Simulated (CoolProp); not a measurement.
cis-2-butene along the isobar 18.5 bar: Z from the reference equation and from simpler models built on Tc = 435.8 K, pc = 42.36 bar, ω = 0.202; each cubic takes its own stable root.

The numbers come from the reference Helmholtz-energy equation of state, Lemmon 2005 in CoolProp. It is a short technical equation, of lower accuracy than the large ones.

```
T (K)   phase  reference
-----  ------  ---------
141.7  liquid     0.1125
152.6  liquid     0.1060
163.5  liquid     0.1004
174.4  liquid    0.09553
185.3  liquid    0.09127
196.3  liquid    0.08749
207.2  liquid    0.08418
218.1  liquid    0.08124
229    liquid    0.07863
239.9  liquid    0.07631
```

Question: How far does each simpler model (van der Waals, Redlich-Kwong, Soave-Redlich-Kwong) lie from the reference over these 10 states: mean and median of the absolute difference, and the worst?

Answer: 
- van der Waals: mean 64.2 %, median 64.1 %, worst +66.8 % at 141.7 K and 18.5 bar
- Redlich-Kwong: mean 10.7 %, median 10.5 %, worst +12.1 % at 141.7 K and 18.5 bar
- Soave-Redlich-Kwong: mean 9.7 %, median 9.5 %, worst +11.9 % at 141.7 K and 18.5 bar
